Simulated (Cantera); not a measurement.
An isothermal, constant-pressure homogeneous reactor starts with H2 : O2 : N2 = 0.028 : 1 : 0.15 (molar parts), equivalence ratio 0.014, at 1050 K and 20.0 Torr.

Model: the H2/O2 subset of GRI-Mech 3.0, which has no nitrogen chemistry, integrated in Cantera. Radical loss at walls, strong at low pressure, is not modelled.

x: mole fraction; the columns are a selection and need not sum to one.

```
t (s)           x H2   x O2      x H2O2       x H2O        x OH       x HO2         x O
--------  ----------  -----  ----------  ----------  ----------  ----------  ----------
4.00e-5       0.0238  0.849      <1e-12    2.43e-12    1.53e-11    5.79e-11    1.67e-11
8.66e-5       0.0238  0.849      <1e-12    1.96e-11    5.39e-11    1.26e-10    6.52e-11
0.000188      0.0238  0.849      <1e-12    1.43e-10    1.76e-10    2.75e-10    2.50e-10
0.000406      0.0238  0.849      <1e-12  (withheld)    6.96e-10    6.10e-10  (withheld)
0.000880      0.0238  0.849      <1e-12     1.50e-8     6.49e-9     1.55e-9     1.18e-8
0.00191       0.0238  0.849    7.68e-12     1.49e-6     5.93e-7     2.96e-8     1.09e-6
0.00413       0.0135  0.842     3.77e-7     0.00803     0.00189     7.65e-6     0.00494
0.00894     0.000295  0.838     1.13e-7      0.0223    0.000918     6.13e-6     0.00911
0.0194      0.000101  0.843     9.17e-8      0.0234    0.000539     4.33e-6     0.00412
0.0420       3.15e-5  0.846     8.15e-8      0.0238    0.000297     2.60e-6     0.00133
0.0909       7.87e-6  0.847     6.42e-8      0.0240    0.000150     1.26e-6    0.000346
0.197     (withheld)  0.847  (withheld)      0.0240  (withheld)  (withheld)  (withheld)
0.426        4.20e-7  0.847     2.30e-8      0.0240     3.73e-5     1.78e-7     2.09e-5
0.923        1.09e-7  0.847     1.09e-8      0.0240     1.97e-5     6.07e-8     5.80e-6
2.00         3.20e-8  0.847     4.84e-9      0.0240     1.11e-5     2.14e-8     1.82e-6
```

### Question
Fill in the missing entries.

### Answer

- 0.000406, x H2O: 1.10e-9
- 0.000406, x O: 1.17e-9
- 0.197, x H2: 1.80e-6
- 0.197, x H2O2: 4.22e-8
- 0.197, x OH: 7.41e-5
- 0.197, x HO2: 5.04e-7
- 0.197, x O: 8.37e-5
